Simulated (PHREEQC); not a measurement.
1 kg of water holding 0.0041 mol NaHCO3, 0.0095 mol Na2CO3, 0.093 mol Na2SO4 and 0.56 mol KCl is evaporated at 25 °C; the solids stay in contact with the brine. The system is closed to CO2. Solids allowed: Arcanite, Burkeite, Glaserite, Halite, Kalicinite, Mirabilite, Misenite, Nahcolite, Natron, Sylvite, Thenardite, Trona. Others were left out.

Model: Pitzer model, pitzer.dat, run in PHREEQC.

| water left (kg) | ionic strength | water activity | Sylvite (mol) |
|---|---|---|---|
| 1 | 0.871 | 0.978 | 0 |
| 0.8219 | 1.06 | 0.973 | 0 |
| 0.5552 | 1.57 | 0.961 | 0 |
| 0.4563 | 1.91 | 0.952 | 0 |
| 0.3082 | 2.83 | 0.929 | 0 |
| 0.2533 | 3.40 | 0.914 | 0 |
| 0.1711 | 4.27 | 0.879 | 0 |
| 0.1407 | 4.89 | 0.854 | 0 |
| 0.1156 | 5.67 | 0.823 | 0 |
| 0.07809 | 6.34 | 0.798 | 0.141 |
| 0.06418 | 6.51 | 0.792 | 0.211 |
| 0.04335 | 7.23 | 0.764 | 0.306 |
| 0.03564 | 7.76 | 0.743 | 0.341 |
| 0.0293 | 8.45 | 0.714 | 0.369 |
| 0.01976 | 8.69 | 0.711 | 0.386 |
| 0.01621 | 8.76 | 0.710 | 0.392 |
| 0.01089 | 8.97 | 0.709 | 0.402 |
| 0.008917 | 9.12 | 0.708 | 0.405 |
| 0.005963 | 9.59 | 0.704 | 0.410 |
| 0.004878 | 9.92 | 0.701 | 0.412 |

Arcanite from water left = 0.2533 kg (pH 9.82), last present at water left = 0.07809 kg; Sylvite from water left = 0.09502 kg (pH 9.68); Glaserite from water left = 0.07809 kg (pH 9.68); Halite from water left = 0.02408 kg (pH 9.53); Trona from water left = 0.01976 kg (pH 9.60).
